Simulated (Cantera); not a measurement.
An adiabatic, constant-pressure homogeneous reactor starts with CH4 : O2 : N2 : H2O = 1 : 1.18 : 4.42 : 1.1 (molar parts), equivalence ratio 1.7, at 1800 K and 1000000 Pa. Integrator tolerance rtol = 1e-08.

Model: GRI-Mech 3.0 (53 species, 325 reactions), integrated in Cantera.

What does this change do: 0.48 parts H2 added?


| quantity | before | after |
|---|---|---|
| time of steepest temperature rise | 23.0 µs | 11.8 µs |
| temperature at 0.100 s | 2775 K | 2739 K |
| equilibrium temperature | 2775 K | 2739 K |
| x(CH4) at 0.100 s | 4.60e-11 (gas-phase equilibrium 5.25e-11) | 1.42e-10 (gas-phase equilibrium 1.61e-10) |
| x(O2) at 0.100 s | 0.000226 (gas-phase equilibrium 0.000226) | 8.57e-5 (gas-phase equilibrium 8.57e-5) |
| x(H2O) at 0.100 s | 0.250 (gas-phase equilibrium 0.250) | 0.245 (gas-phase equilibrium 0.245) |
| x(CH2O) at 0.100 s | 3.65e-8 (gas-phase equilibrium 3.65e-8) | 5.13e-8 (gas-phase equilibrium 5.13e-8) |
| x(HO2) at 0.100 s | 4.55e-7 (gas-phase equilibrium 4.55e-7) | 2.02e-7 (gas-phase equilibrium 2.02e-7) |
| x(NO) at 0.100 s | 0.000944 (gas-phase equilibrium 0.000944) | 0.000538 (gas-phase equilibrium 0.000538) |

What does this change do: pressure from 1000000 Pa to 100000 Pa?


```tsv
quantity	before	after
time of steepest temperature rise	23.0 µs	0.137 ms
temperature at 0.100 s	2775 K	2672 K
equilibrium temperature	2775 K	2672 K
x(CH4) at 0.100 s	4.60e-11 (gas-phase equilibrium 5.25e-11)	<1e-12 (gas-phase equilibrium <1e-12)
x(O2) at 0.100 s	0.000226 (gas-phase equilibrium 0.000226)	0.000905 (gas-phase equilibrium 0.000905)
x(H2O) at 0.100 s	0.250 (gas-phase equilibrium 0.250)	0.241 (gas-phase equilibrium 0.241)
x(CH2O) at 0.100 s	3.65e-8 (gas-phase equilibrium 3.65e-8)	3.60e-9 (gas-phase equilibrium 3.60e-9)
x(HO2) at 0.100 s	4.55e-7 (gas-phase equilibrium 4.55e-7)	5.67e-7 (gas-phase equilibrium 5.67e-7)
x(NO) at 0.100 s	0.000944 (gas-phase equilibrium 0.000944)	0.00162 (gas-phase equilibrium 0.00162)
```
